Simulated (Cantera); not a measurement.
A Cantera script and its output.

```python
import numpy as np
import cantera as ct

gas = ct.Solution("h2o2.yaml")
gas.TPX = 475, 51000, {'H2': 1, 'O2': 0.2, 'N2': 0.752}
flame = ct.FreeFlame(gas, width=0.064)
flame.set_refine_criteria(ratio=3, slope=0.08, curve=0.16)
flame.transport_model = "mixture-averaged"
flame.solve(loglevel=0, auto=True)
flame.transport_model = "multicomponent"
flame.soret_enabled = True
flame.solve(loglevel=0, refine_grid=True)
z, T = flame.grid, flame.T
thick = (T[-1] - T[0]) / np.gradient(T, z).max()
show = ['H2', 'O2', 'H', 'H2O', 'HO2', 'OH']
print(f"laminar burning velocity  {flame.velocity[0] * 100:.3f} cm/s")
print(f"burnt temperature         {T[-1]:.1f} K")
print(f"thermal thickness         {thick * 1e3:.4f} mm")
print(f"grid points               {len(z)}")
z0 = z[flame.heat_release_rate.argmax()]
print(f"{'z/mm':>9s}{'T/K':>9s}{'u/(m/s)':>9s}" + "".join(f"{s:>11s}" for s in show))
rows = []
for k in (-3, -2, -1.5, -1, -0.5, -0.25, 0, 0.25, 0.5, 1, 2, 4, 8):
    zz = z0 + k * thick
    rows.append([k * thick, np.interp(zz, z, T), np.interp(zz, z, flame.velocity),
                 *(np.interp(zz, z, flame.X[gas.species_index(s)]) for s in show)])
    print(f"{rows[-1][0] * 1e3:9.3f}{rows[-1][1]:9.1f}{rows[-1][2]:9.3f}" + "".join(f"{x:11.3e}" for x in rows[-1][3:]))
```

Result:

```
laminar burning velocity  503.478 cm/s
burnt temperature         2024.6 K
thermal thickness         1.0191 mm
grid points               129
     z/mm      T/K  u/(m/s)         H2         O2          H        H2O        HO2         OH
   -3.057    475.0    5.035  5.123e-01  1.025e-01  1.968e-16  3.369e-13  3.870e-13  4.240e-17
   -2.038    475.0    5.035  5.123e-01  1.025e-01  8.343e-14  3.783e-11  5.684e-11  8.250e-15
   -1.529    475.0    5.035  5.123e-01  1.025e-01  1.365e-11  1.186e-09  2.197e-09  3.058e-13
   -1.019    475.1    5.034  5.121e-01  1.025e-01  1.690e-08  1.884e-07  3.903e-07  9.584e-11
   -0.510    507.0    5.264  4.996e-01  1.041e-01  2.504e-04  1.441e-03  1.914e-04  8.346e-05
   -0.255    750.0    7.572  4.644e-01  9.715e-02  8.599e-03  2.320e-02  9.510e-05  4.188e-04
    0.000   1124.8   11.185  3.778e-01  6.005e-02  4.769e-02  1.007e-01  3.534e-05  1.169e-03
    0.255   1363.3   13.538  2.997e-01  1.345e-02  8.205e-02  1.900e-01  7.534e-06  1.794e-03
    0.510   1461.1   14.474  2.854e-01  1.898e-03  8.444e-02  2.134e-01  1.004e-06  1.727e-03
    1.019   1556.5   15.343  2.911e-01  1.842e-04  7.413e-02  2.178e-01  9.567e-08  1.899e-03
    2.038   1657.9   16.238  3.011e-01  1.073e-04  6.003e-02  2.194e-01  5.593e-08  2.013e-03
    4.076   1759.3   17.108  3.112e-01  6.995e-05  4.533e-02  2.212e-01  3.744e-08  1.927e-03
    8.153   1849.0   17.859  3.202e-01  3.843e-05  3.193e-02  2.232e-01  2.236e-08  1.637e-03
```

Cantera simulation using the H2/O2 subset of GRI-Mech 3.0, which has no nitrogen chemistry; the numbers are that mechanism's predictions, not measurements. Burning velocities carry a grid error of a few per cent, more on coarse grids.
